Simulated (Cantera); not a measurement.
A Cantera script and what it prints.

```python
import numpy as np
import cantera as ct

gas_names = """
    AL ALCL ALCL2 ALCL3 AL2 AL2CL6 CL CL2
""".split()
cond_names = """
    AL(cr) AL(L) ALCL3(s) ALCL3(L)
""".split()


# ... load() reads the species with a 1 bar reference pressure and builds the phases ...
atoms = {
    'Al': {'AL': 1},
    'Cl2': {'CL': 2},
}
top_T = {}  # K; cautious upper limits of use, not melting points


# ... equilibrate(T, P, feed) seeds the gas with the atoms and calls Mixture.equilibrate('TP', solver="vcs", rtol=1e-11, max_steps=5000) ...
results = []
T = 775  # K
P = 45  # Pa
for m in [0.64, 0.8, 0.99, 1.2, 1.5, 1.9, 2.4, 3]:
    feed = {'Al': 1, 'Cl2': m}  # mol
    mix = equilibrate(T, P, feed)
    results.append((T, P, feed, dict(zip(mix.species_names, mix.species_moles))))

top = {s: max(r[3][s] / sum(r[3][g] for g in gas_names) for r in results) for s in gas_names}
cols = sorted((s for s in top if top[s] > 0.001), key=lambda s: -top[s])[:9]
seen = [c for c in cond_names if any(r[3].get(c, 0) > 1e-12 for r in results)]
print("log10 of partial pressures in bar; condensed amounts in mol")
print(f"{'n(Cl2)':>10s}" + "".join(f"{s[:9]:>10s}" for s in cols + seen))
for T, P, feed, n in results:
    ng = sum(n[g] for g in gas_names)
    print(f"{feed['Cl2']:10.4g}" + "".join(f"{np.log10(max(n[s] / ng * P / 1e5, 1e-99)):10.3f}" for s in cols)
          + "".join(f"{n.get(c, 0):10.4g}" for c in seen))
```

It prints:

```
log10 of partial pressures in bar; condensed amounts in mol
    n(Cl2)     ALCL3       CL2      ALCL    AL2CL6     ALCL2    AL(cr)
      0.64    -3.352   -26.781    -5.459    -5.931    -6.028    0.5708
       0.8    -3.352   -26.781    -5.459    -5.931    -6.028    0.4635
      0.99    -3.352   -26.781    -5.459    -5.931    -6.028    0.3361
       1.2    -3.352   -26.781    -5.459    -5.931    -6.028    0.1953
       1.5    -3.348   -14.139   -18.096    -5.922   -12.345         0
       1.9    -3.494    -3.890   -28.491    -6.214   -17.615         0
       2.4    -3.626    -3.671   -28.843    -6.479   -17.857         0
         3    -3.746    -3.569   -29.065    -6.717   -18.028         0
```

Equilibrium computed with Cantera from the NASA thermochemical tables; the gas is ideal and each condensed phase is pure. The tables' values for AlCl2 are old estimates; treat these amounts as uncertain.
